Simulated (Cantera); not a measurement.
Charge: 1 mol c-C4F8, 0.037 mol F2, 1 mol H2, equilibrated at 2375 K and 0.133 bar.

Equilibrium computed with Cantera from the NASA thermochemical tables; the gas is ideal and each condensed phase is pure. Candidate condensed phases: C, C6H6, C7H8, C8H18; 95 gas species. The feed counts by its element totals alone. The tables' values for C2F4 are old estimates; treat these amounts as uncertain. Gases not in the tables: C2F6 and larger saturated fluorocarbons. The numbers say what is thermodynamically allowed, not how fast it happens.

Base state: HF 0.478, CF4 0.235, CF2 0.199, F 0.0724, CF3 0.0136, CF 0.00158, C2F4 1.93e-5, H 1.46e-5 (mole fractions); condensed: C(graphite).

Question: What changes in the equilibrium state with this change: temperature from 2375 K to 848 K?

Answer: 
| species | before | after |
|---|---|---|
| HF | 0.478 | 0.568 |
| CF4 | 0.235 | 0.432 |
| CHF3 | 1.38e-5 | 4.33e-7 |
| CF2 | 0.199 | <1e-9 |
| F | 0.0724 | <1e-9 |
| CF3 | 0.0136 | <1e-9 |
| CF | 0.00158 | <1e-9 |
| C2F4 | 1.93e-5 | <1e-9 |
| H | 1.46e-5 | <1e-9 |
| C(graphite), mol | 2.12 | 2.48 |
Condensed phases not in the tables: fluorocarbon polymer.
